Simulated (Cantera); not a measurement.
## Equilibrium for boron, boron nitride and boron oxide: B2O3 + H2O + N2

A closed system holds: 1 mol B2O3, 4.2 mol H2O, 1.3 mol N2, at 1330 Pa.

Cantera equilibrium calculation (NASA polynomials, part measured and part estimated; ideal gas, pure solids and liquids). Candidate condensed phases: B, BN, B2O3, B3O3H3, H2O; 39 gas species. Gases not in the tables: H3BO3. Kinetics and transport are ignored.

From 677 °C to 1277 °C the condensed part is B2O3(l). From 1377 °C to 1477 °C nothing is condensed.

```csv
T (°C),log p H2O,log p HBO2,log p N2,log p B2O3,log p H2,log p (HBO2)3,log p O2,n B2O3(l)
677,-1.99,-6.06,-2.50,-12.57,-8.38,-4.43,-8.70,0.977
777,-1.99,-5.15,-2.50,-10.49,-7.52,-4.65,-7.84,0.985
877,-1.99,-4.40,-2.50,-8.78,-6.80,-4.84,-7.13,0.983
977,-2.00,-3.78,-2.50,-7.36,-6.19,-5.01,-6.53,0.960
1077,-2.01,-3.27,-2.51,-6.15,-5.69,-5.17,-6.03,0.882
1177,-2.05,-2.84,-2.53,-5.12,-5.26,-5.35,-5.62,0.679
1277,-2.14,-2.50,-2.56,-4.23,-4.92,-5.59,-5.31,0.222
1377,-2.18,-2.41,-2.57,-3.92,-4.60,-6.45,-5.01,0
1477,-2.18,-2.42,-2.58,-3.84,-4.30,-7.44,-4.72,0
```
log p: log10 of the partial pressure in bar; n: condensed amount in mol.
